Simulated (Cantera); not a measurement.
**PbO + CO (carbothermic reduction)**

Charge: 1 mol PbO, 0.6 mol CO, at 100000 Pa.

Equilibrium computed with Cantera from the NASA thermochemical tables; the gas is ideal and each condensed phase is pure. Candidate condensed phases: C, Pb, PbO, PbO₂, Pb₃O₄; 15 gas species. Each liquid is taken as pure. Mutual solubility and eutectic melting of coexisting phases are not modelled. Gases not in the tables: (PbO)n polymers. Equilibrium is a limit: real reactors are often held back by kinetics, nucleation or transport.

From 1548 K to 1698 K the condensed part is Pb(l) + PbO(l). From 1848 K to 2598 K nothing is condensed.

```tsv
T (K)	x CO₂	x Pb	x PbO	x CO	x O₂	n Pb(l)	n PbO(l)
1548	0.942	0.0384	0.0159	0.00330	7.88e-6	0.573	0.392
1698	0.783	0.132	0.0798	0.00536	9.58e-5	0.495	0.343
1848	0.370	0.369	0.254	0.00532	0.000539	0	0
1998	0.364	0.366	0.256	0.0107	0.00195	0	0
2148	0.354	0.364	0.256	0.0194	0.00581	0	0
2298	0.337	0.365	0.250	0.0325	0.0142	0	0
2448	0.312	0.370	0.235	0.0515	0.0285	0	0
2598	0.278	0.378	0.213	0.0772	0.0478	0	0
```
x: gas mole fraction; n: condensed amount in mol.
